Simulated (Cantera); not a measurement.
## ZrO2 + H2 + N2 (hydrogen reduction and annealing atmospheres)

Charge: 1 mol ZrO2, a varied amount of H2, 5.7 mol N2, equilibrated at 1448.15 K and 0.120 bar.

These are equilibrium values from Cantera (NASA tables, ideal gas, pure condensed phases), not measurements of a reactor. Candidate condensed phases: H2O, Zr, ZrN, ZrO2; 28 gas species. Mutual solubility and eutectic melting of coexisting phases are not modelled. ZrN: taken at fixed stoichiometry. Condensed phases not in the tables: solid solutions among these carbides, nitrides and lower oxides. Rates play no part.

From 6.4 mol H2 to 21 mol H2 the condensed part is ZrO2(monoclinic). From 31 mol H2 to 230 mol H2 the condensed part is ZrN(s) + ZrO2(monoclinic).

| n(H2) (mol) | x H2 | x N2 | x H | x H2O | x NH3 | n ZrO2(monoclinic) | n ZrN(s) |
|---|---|---|---|---|---|---|---|
| 6.4 | 0.529 | 0.471 | 1.94e-5 | 5.23e-6 | 2.31e-6 | 1.000 | 0 |
| 9.5 | 0.625 | 0.375 | 2.11e-5 | 5.84e-6 | 2.64e-6 | 1.000 | 0 |
| 14 | 0.711 | 0.289 | 2.25e-5 | 6.23e-6 | 2.82e-6 | 1.000 | 0 |
| 21 | 0.786 | 0.213 | 2.36e-5 | 6.39e-6 | 2.82e-6 | 1.000 | 0 |
| 31 | 0.845 | 0.155 | 2.45e-5 | 6.33e-6 | 2.67e-6 | 1.000 | 0.000116 |
| 47 | 0.892 | 0.108 | 2.52e-5 | 6.11e-6 | 2.42e-6 | 1.000 | 0.000161 |
| 69 | 0.924 | 0.0763 | 2.56e-5 | 5.80e-6 | 2.14e-6 | 1.000 | 0.000217 |
| 100 | 0.946 | 0.0539 | 2.59e-5 | 5.45e-6 | 1.87e-6 | 1.000 | 0.000288 |
| 150 | 0.963 | 0.0366 | 2.62e-5 | 5.03e-6 | 1.58e-6 | 1.000 | 0.000392 |
| 230 | 0.976 | 0.0242 | 2.63e-5 | 4.60e-6 | 1.31e-6 | 0.999 | 0.000542 |
x: gas mole fraction; n: condensed amount in mol.
